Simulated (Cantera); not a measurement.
**Calcination and drying: Mg(OH)2 + C + O2**

Charge: 1 mol Mg(OH)2, 0.016 mol C, 2.4 mol O2.

Method: chemical equilibrium by Gibbs-energy minimisation in Cantera with the NASA 1993 tables (ideal gas, pure condensed phases). Candidate condensed phases: C, C6H6, C7H8, C8H18, H2O, Mg, MgCO3, MgO, Mg(OH)2; 116 gas species. Kinetics and transport are ignored.

Stable condensed phases:

```
T in K \ P in Pa
              10      42     180     750    3200   13000   56000  240000 1000000
   2173        A       B       B       B       B       B       B       B       B
   2023        B       B       B       B       B       B       B       B       B
   1873        B       B       B       B       B       B       B       B       B
   1723        B       B       B       B       B       B       B       B       B
   1573        B       B       B       B       B       B       B       B       B
   1423        B       B       B       B       B       B       B       B       B
   1273        B       B       B       B       B       B       B       B       B
   1123        B       B       B       B       B       B       B       B       B
    973        B       B       B       B       B       B       B       B       B
    823        B       B       B       B       B       B       B       B       B
    673        B       B       B       B       B       B       B       B       B
    523        B       B       B       B       B       B       B       C       C
```

A: gas only; B: MgO; C: MgCO3 + MgO + Mg(OH)2.
